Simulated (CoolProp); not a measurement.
Cyclopropane along the isobar 3.99 MPa: Z from the reference equation and from simpler models built on Tc = 398.7 K, pc = 5.605 MPa, ω = 0.131; each cubic takes its own stable root.

Values from CoolProp's reference Helmholtz-energy equation of state, Polt 1992. This equation is an older, rougher fit; its heat capacities, sound speeds and derivatives of the liquid may be far off and weren't checked against measurements.

```csv
T (K),phase,reference
317.6,liquid,0.1068
331.7,liquid,0.1067
345.8,liquid,0.1076
360,liquid,0.1102
374.1,liquid,0.1161
388.2,gas,0.6397
402.3,gas,0.7035
416.5,gas,0.7477
430.6,gas,0.7807
444.7,gas,0.8067
458.9,gas,0.8278
473,gas,0.8451
```

### Question
How far does each simpler model (van der Waals, Redlich-Kwong, Soave-Redlich-Kwong, Peng-Robinson) lie from the reference over these 12 states: mean and median of the absolute difference, and the worst?

### Answer
- van der Waals: mean 58.7 %, median 6.7 %, worst +453.1 % at 374.1 K and 3.99 MPa
- Redlich-Kwong: mean 7.0 %, median 1.4 %, worst +22.7 % at 374.1 K and 3.99 MPa
- Soave-Redlich-Kwong: mean 6.0 %, median 1.3 %, worst +19.1 % at 374.1 K and 3.99 MPa
- Peng-Robinson: mean 2.4 %, median 2.3 %, worst +5.8 % at 374.1 K and 3.99 MPa

At some of these states van der Waals gives the other phase, because its saturation line lies elsewhere.
